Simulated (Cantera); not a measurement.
Input (Python, Cantera) and output of one run.

```python
import numpy as np
import cantera as ct

gas_names = """
    Ba BaF BaF2 F FO FO2 F2 F2O N NF NF2 NF3 NO NO2 NO3 N2 N2O O O2 O3
""".split()
cond_names = """
    Ba(cr) Ba(L) BaF2(a) BaF2(b,c) BaF2(L) BaO(s) BaO(L)
""".split()


def load(file, names, dense=False):
    # The tables refer to 1 bar. Condensed volumes are neglected.
    table = {s.name: s for s in ct.Species.list_from_file(file)}
    out = []
    for n in names:
        d = dict(table[n].input_data)
        d["thermo"] = dict(d["thermo"], **{"reference-pressure": 1e5})
        if dense:
            d["equation-of-state"] = {"model": "constant-volume", "density": "1e6 g/cm^3"}
        out.append(ct.Species.from_dict(d))
    return out


gas = ct.Solution(thermo="ideal-gas", species=load("nasa_gas.yaml", gas_names))
cond = {s.name: ct.Solution(thermo="fixed-stoichiometry", species=[s], name=s.name)
        for s in load("nasa_condensed.yaml", cond_names, dense=True)}
atoms = {
    'BaF2': {'Ba': 1, 'F': 2},
    'O2': {'O': 2},
    'N2': {'N': 2},
}
top_T = {}  # K; cautious upper limits of use, not melting points


def equilibrate(T, P, feed):
    n = {}
    for name, mol in feed.items():
        for a, k in atoms[name].items():
            n[a] = n.get(a, 0.0) + k * mol
    gas.TPX = T, P, n
    mass = sum(n.values()) * gas.mean_molecular_weight
    gas.equilibrate("TP")
    valid = [c for c in cond.values() if c.min_temp <= T <= top_T.get(c.name, c.max_temp)]
    mix = ct.Mixture([(gas, mass / gas.mean_molecular_weight)] + [(c, 0.0) for c in valid])
    mix.T, mix.P = T, P
    mix.equilibrate("TP", solver="vcs", rtol=1e-11, max_steps=5000)
    return mix


results = []
feed = {'BaF2': 1, 'O2': 0.038, 'N2': 0.99}  # mol
P = 450  # Pa
for T in [1748, 1798, 1848, 1898, 1948, 1998, 2048, 2098, 2148, 2198]:
    mix = equilibrate(T, P, feed)
    results.append((T, P, feed, dict(zip(mix.species_names, mix.species_moles))))

top = {s: max(r[3][s] / sum(r[3][g] for g in gas_names) for r in results) for s in gas_names}
cols = sorted((s for s in top if top[s] > 0.001), key=lambda s: -top[s])[:8]
seen = [c for c in cond_names if any(r[3].get(c, 0) > 1e-12 for r in results)]
print("log10 of partial pressures in bar; condensed amounts in mol")
print(f"{'T/K':>10s}" + "".join(f"{s[:9]:>10s}" for s in cols + seen))
for T, P, feed, n in results:
    ng = sum(n[g] for g in gas_names)
    print(f"{T:10.4g}" + "".join(f"{np.log10(max(n[s] / ng * P / 1e5, 1e-99)):10.3f}" for s in cols)
          + "".join(f"{n.get(c, 0):10.4g}" for c in seen))
```

It prints:

```
log10 of partial pressures in bar; condensed amounts in mol
       T/K        N2      BaF2        O2         O        NO         F       BaF   BaF2(L)
      1748    -2.534    -2.835    -3.961    -6.115    -5.317    -7.041    -7.041    0.5056
      1798    -2.659    -2.654    -4.088    -5.967    -5.367    -6.717    -6.717         0
      1848    -2.659    -2.654    -4.092    -5.769    -5.297    -6.495    -6.495         0
      1898    -2.659    -2.654    -4.097    -5.581    -5.231    -6.286    -6.286         0
      1948    -2.659    -2.654    -4.103    -5.404    -5.170    -6.087    -6.087         0
      1998    -2.659    -2.655    -4.111    -5.237    -5.113    -5.898    -5.898         0
      2048    -2.660    -2.655    -4.121    -5.079    -5.060    -5.719    -5.719         0
      2098    -2.660    -2.655    -4.134    -4.930    -5.011    -5.548    -5.548         0
      2148    -2.660    -2.656    -4.151    -4.790    -4.966    -5.385    -5.385         0
      2198    -2.661    -2.657    -4.173    -4.660    -4.927    -5.229    -5.229         0
```

These are equilibrium values from Cantera (NASA tables, ideal gas, pure condensed phases), not measurements of a reactor.
